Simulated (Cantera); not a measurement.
# Premixed flame

A freely propagating, adiabatic, planar premixed flame of CH4 : O2 : N2 = 1 : 1.43 : 4.2 (molar parts), unburnt at 675 K and 760 Torr; mixture-averaged transport, grid criteria slope 0.08 and curve 0.16, no radiation.

Computed with Cantera and GRI-Mech 3.0 (53 species, 325 reactions). Burning velocities carry a grid error of a few per cent, more on coarse grids.

```tsv
z (mm)	T (K)	u (m/s)	x CH4	x O2	x H2O	x NO	x C2H2	x CH2
-0.940	675	1.55	0.150	0.215	4.74e-5	<1e-8	1.63e-8	<1e-8
-0.627	678	1.56	0.149	0.214	0.000540	1.38e-8	3.71e-7	<1e-8
-0.470	691	1.60	0.147	0.212	0.00250	8.72e-8	2.93e-6	<1e-8
-0.313	779	1.84	0.137	0.203	0.0141	7.84e-7	3.39e-5	<1e-8
-0.157	1233	2.99	0.0951	0.159	0.0679	6.63e-6	0.000378	7.41e-7
-0.0783	1654	4.09	0.0527	0.108	0.119	1.53e-5	0.00106	2.36e-5
0	2030	5.11	0.0160	0.0531	0.167	3.12e-5	0.00196	0.000148
0.0783	2228	5.64	0.00270	0.0204	0.192	5.73e-5	0.00131	0.000151
0.157	2296	5.81	0.000372	0.00753	0.200	8.73e-5	0.000412	5.03e-5
0.313	2325	5.87	8.66e-6	0.00176	0.202	0.000128	2.26e-5	2.11e-6
0.627	2341	5.89	2.39e-8	0.000931	0.201	0.000156	1.26e-7	<1e-8
1.25	2361	5.93	<1e-8	0.000714	0.202	0.000167	<1e-8	<1e-8
2.51	2385	5.98	<1e-8	0.000488	0.204	0.000177	<1e-8	<1e-8
```
x: mole fraction of selected species; z is measured from the peak of heat release.

```
Quantity                    Result
------------------------  --------
laminar burning velocity  155 cm/s
thermal thickness         0.313 mm
peak x(C2H2)               0.00198
peak x(CH2)               0.000181
grid points                    147
```
